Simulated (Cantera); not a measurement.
An isothermal, constant-pressure homogeneous reactor starts with C3H8 : H2 = 1 : 1.4 (molar parts), at 1425 K and 0.210 bar.

Cantera simulation using GRI-Mech 3.0 (53 species, 325 reactions); the numbers are that mechanism's predictions, not measurements. GRI-Mech 3.0 was tuned for natural gas; its chemistry of propane as a main component is partial and can be far from experiment. GRI-Mech 3.0 stops at C3 and has no aromatics, soot or wall deposition, so with more carbon than oxygen in the feed, carbon stays in small species such as C2H2 where larger ones or solid carbon would form.

One state of this run: x C3H8 = 7.76e-8; x H2 = 0.572; x CH2 = 6.31e-10; x H = 8.70e-6; x CH4 = 0.184; x C2H = 3.84e-9. x: mole fraction; the columns are a selection and need not sum to one.

Q: Which value of t (s) does it belong to?
(A) 0.271
(B) 0.0245
(C) 0.00221
(D) 10.0

A: A, 0.271
